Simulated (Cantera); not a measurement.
What does this Cantera script print?

```python
import numpy as np
import cantera as ct

gas_names = """
    CL CL2 H HCL H2 N NH NH2 NH3 N2 N2H2 N2H4 Si SiCL SiCL2 SiCL3 SiCL4 SiH SiHCL3 SiH2 SiH2CL2 SiH3
    SiH3CL SiH4 SiN Si2 Si2N Si3
""".split()
cond_names = """
    NH4CL(a) NH4CL(b) Si(cr) Si(L) Si3N4(a)
""".split()


# ... load() reads the species with a 1 bar reference pressure and builds the phases ...
atoms = {
    'SiCl4': {'Si': 1, 'CL': 4},
    'H2': {'H': 2},
    'N2': {'N': 2},
}
top_T = {'Si3N4(a)': 2400}  # K; cautious upper limits of use, not melting points


# ... equilibrate(T, P, feed) seeds the gas with the atoms and calls Mixture.equilibrate('TP', solver="vcs", rtol=1e-11, max_steps=5000) ...
results = []
feed = {'SiCl4': 1, 'H2': 5.9, 'N2': 0.0001}  # mol
P = 101325  # Pa
for T in [998, 1023, 1048, 1073, 1098, 1123, 1148, 1173, 1198, 1223]:
    mix = equilibrate(T, P, feed)
    results.append((T, P, feed, dict(zip(mix.species_names, mix.species_moles))))

top = {s: max(r[3][s] / sum(r[3][g] for g in gas_names) for r in results) for s in gas_names}
cols = sorted((s for s in top if top[s] > 0.0001), key=lambda s: -top[s])[:9]
seen = [c for c in cond_names if any(r[3].get(c, 0) > 1e-12 for r in results)]
print("log10 of partial pressures in bar; condensed amounts in mol")
print(f"{'T/K':>10s}" + "".join(f"{s[:9]:>10s}" for s in cols + seen))
for T, P, feed, n in results:
    ng = sum(n[g] for g in gas_names)
    print(f"{T:10.4g}" + "".join(f"{np.log10(max(n[s] / ng * P / 1e5, 1e-99)):10.3f}" for s in cols)
          + "".join(f"{n.get(c, 0):10.4g}" for c in seen))
```

Output:

```
log10 of partial pressures in bar; condensed amounts in mol
       T/K        H2     SiCL4       HCL    SiHCL3     SiCL3     SiCL2   SiH2CL2  Si3N4(a)
       998    -0.076    -0.920    -1.563    -1.593    -3.325    -4.341    -3.233 4.995e-05
      1023    -0.078    -0.930    -1.522    -1.558    -3.153    -4.052    -3.142 4.994e-05
      1048    -0.079    -0.940    -1.482    -1.527    -2.991    -3.780    -3.058 4.993e-05
      1073    -0.081    -0.950    -1.444    -1.499    -2.838    -3.522    -2.980 4.991e-05
      1098    -0.082    -0.962    -1.407    -1.474    -2.695    -3.281    -2.909 4.989e-05
      1123    -0.084    -0.974    -1.370    -1.454    -2.561    -3.054    -2.846 4.985e-05
      1148    -0.086    -0.987    -1.333    -1.437    -2.436    -2.842    -2.790 4.979e-05
      1173    -0.088    -1.001    -1.296    -1.426    -2.320    -2.645    -2.743  4.97e-05
      1198    -0.090    -1.017    -1.258    -1.419    -2.214    -2.464    -2.705 4.954e-05
      1223    -0.093    -1.034    -1.219    -1.418    -2.116    -2.297    -2.677 4.928e-05
```

Equilibrium computed with Cantera from the NASA thermochemical tables; the gas is ideal and each condensed phase is pure. N2 is the only nitrogen source here; it is nearly inert below about 1500 K, so the nitride shown seldom forms there in practice. The tables' values for SiCl3 are old estimates; treat these amounts as uncertain.
